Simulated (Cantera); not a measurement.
An isothermal, constant-pressure homogeneous reactor starts with NO : N2 = 1.6 : 0.11 (molar parts), at 1850 K and 0.0345 atm.

Computed with Cantera and GRI-Mech 3.0 (53 species, 325 reactions). Radical loss at walls, strong at low pressure, is not modelled.

Q: Predict: x(NO) at 40.0 s; x(N2O) at 40.0 s; x(N2) at 40.0 s; x(O2) at 40.0 s; x(NO2) at 40.0 s; x(O) at 40.0 s.

A: 
```json
{
 "x(NO) at 40.0 s": "0.249 (gas-phase equilibrium 0.00600)",
 "x(N2O) at 40.0 s": "1.65e-5 (gas-phase equilibrium 5.25e-8)",
 "x(N2) at 40.0 s": "0.407 (gas-phase equilibrium 0.529)",
 "x(O2) at 40.0 s": "0.343 (gas-phase equilibrium 0.464)",
 "x(NO2) at 40.0 s": "0.000134 (gas-phase equilibrium 3.77e-6)",
 "x(O) at 40.0 s": "0.000616 (gas-phase equilibrium 0.000707)"
}
```
